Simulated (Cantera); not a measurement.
A closed system holds: 1 mol AlCl3, 31 mol H2O, 16 mol H2, at 21.0 Pa.

Cantera equilibrium calculation (NASA polynomials, part measured and part estimated; ideal gas, pure solids and liquids). Candidate condensed phases: Al, AlCl3, Al2O3, H2O; 29 gas species. Rates play no part.

x: gas mole fraction; n: condensed amount in mol.

| T (K) | x H2O | x H2 | x HCl | x H | x OH | x Cl | n Al2O3(s) |
|---|---|---|---|---|---|---|---|
| 1298 | 0.608 | 0.330 | 0.0618 | 4.25e-5 | (withheld) | 6.72e-6 | 0.500 |
| 1348 | 0.608 | 0.330 | 0.0618 | 9.17e-5 | (withheld) | 1.43e-5 | 0.500 |
| 1398 | 0.608 | 0.330 | 0.0618 | 0.000188 | (withheld) | 2.90e-5 | 0.500 |
| 1448 | 0.608 | 0.330 | 0.0618 | 0.000365 | (withheld) | 5.58e-5 | 0.500 |
| 1498 | 0.608 | 0.329 | 0.0617 | 0.000681 | (withheld) | 0.000103 | 0.500 |
| 1548 | 0.608 | 0.329 | 0.0616 | 0.00122 | (withheld) | 0.000182 | 0.500 |
| 1598 | 0.607 | 0.329 | 0.0615 | 0.00211 | (withheld) | 0.000312 | 0.500 |
| 1648 | 0.607 | 0.328 | 0.0612 | 0.00352 | (withheld) | 0.000515 | 0.500 |
| 1698 | 0.606 | 0.327 | 0.0608 | 0.00570 | (withheld) | 0.000826 | 0.500 |
| 1748 | 0.604 | 0.325 | 0.0602 | 0.00898 | (withheld) | 0.00129 | 0.500 |
| 1798 | 0.601 | 0.322 | 0.0594 | 0.0138 | (withheld) | 0.00195 | 0.500 |
| 1848 | 0.597 | 0.318 | 0.0582 | 0.0206 | (withheld) | 0.00287 | 0.500 |
| 1898 | 0.590 | 0.313 | 0.0565 | 0.0302 | (withheld) | 0.00411 | 0.500 |

Q: Complete the blanks.

A: 
- 1298, x OH: 1.01e-6
- 1348, x OH: 2.72e-6
- 1398, x OH: 6.82e-6
- 1448, x OH: 1.60e-5
- 1498, x OH: 3.56e-5
- 1548, x OH: 7.52e-5
- 1598, x OH: 0.000151
- 1648, x OH: 0.000293
- 1698, x OH: 0.000544
- 1748, x OH: 0.000975
- 1798, x OH: 0.00169
- 1848, x OH: 0.00285
- 1898, x OH: 0.00465
